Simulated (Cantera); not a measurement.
A Cantera script and what it prints.

```python
import numpy as np
import cantera as ct

gas_names = [...]  # 110 gases of nasa_gas.yaml made of C, H, O
cond_names = """
    C(gr) C6H6(L) C7H8(L) C8H18(L),n-octa H2O(s) H2O(L)
""".split()


# ... load() reads the species with a 1 bar reference pressure and builds the phases ...
atoms = {
    'C2H6': {'C': 2, 'H': 6},
    'H2O': {'H': 2, 'O': 1},
    'H2': {'H': 2},
}
top_T = {'C(gr)': 4500}  # K; cautious upper limits of use, not melting points


# ... equilibrate(T, P, feed) seeds the gas with the atoms and calls Mixture.equilibrate('TP', solver="vcs", rtol=1e-11, max_steps=5000) ...
results = []
feed = {'C2H6': 1, 'H2O': 4.9, 'H2': 5.2}  # mol
T = 1673  # K
P = 1333.22  # Pa
mix = equilibrate(T, P, feed)
results.append((T, P, feed, dict(zip(mix.species_names, mix.species_moles))))
print(gas.report(threshold=0.0001))
for i in range(1, mix.n_phases):
    print(f"{mix.phase(i).name:16s} {mix.phase_moles(i):12.5e} mol")
```

Output:

```
       temperature   1673 K
          pressure   1333.2 Pa
           density   0.00081737 kg/m^3
  mean mol. weight   8.528 kg/kmol
   phase of matter   gas

                          1 kg             1 kmol
                     ---------------   ---------------
          enthalpy       -1.8754e+06       -1.5994e+07  J
   internal energy       -3.5065e+06       -2.9904e+07  J
           entropy             29164        2.4872e+05  J/K
    Gibbs function       -5.0667e+07       -4.3209e+08  J
 heat capacity c_p            4280.5             36504  J/K
 heat capacity c_v            3305.5             28190  J/K

                      mass frac. Y      mole frac. X     chem. pot. / RT
                     ---------------   ---------------   ---------------
                CO           0.40248           0.12254           -41.473
               CO2           0.05086         0.0098556           -67.971
                 H        9.6462e-05         0.0008161           -11.811
                H2           0.16185           0.68467           -23.623
               H2O           0.38469           0.18211           -50.121
     [ +105 minor]        2.0855e-05        1.0456e-05

C(gr)             0.00000e+00 mol
```

Method: chemical equilibrium by Gibbs-energy minimisation in Cantera with the NASA 1993 tables (ideal gas, pure condensed phases).
